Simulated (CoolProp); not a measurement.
Vapour-liquid equilibrium of propane (1) + c-C4F8 (RC318) (2) at 0.631 MPa; x and y are mole fractions of (1).

Computed with CoolProp (multi-fluid Helmholtz-energy mixture model, Lemmon 2009 and Platzer 1990; pair parameters Bell 2016). This equation is an older, rougher fit; its heat capacities, sound speeds and derivatives of the liquid may be far off and weren't checked against measurements.

```tsv
x	bubble temperature, mixture model (K)	bubble temperature, Raoult's law (K)	y, mixture model	y, Raoult's law
0.05	315.1	319.1	0.189	0.124
0.125	306.2	314.9	0.398	0.283
0.2	299.4	311.0	0.534	0.413
0.275	294.6	307.4	0.621	0.522
0.35	291.2	304.1	0.679	0.612
0.425	288.9	301.0	0.720	0.689
0.5	287.2	298.1	0.750	0.753
0.575	285.9	295.4	0.776	0.808
0.65	284.9	292.8	0.800	0.854
0.725	284.0	290.4	0.825	0.894
0.8	283.3	288.2	0.855	0.929
0.875	282.8	286.1	0.894	0.959
0.95	282.6	284.1	0.949	0.985
```

The largest gap from Raoult's law is -12.9 K in bubble temperature, at x = 0.35. y crosses x between x = 0.875 and 0.95: the model has an azeotrope there.

Pair parameters are fitted to limited data, so mixtures are less certain than the pure fluids.
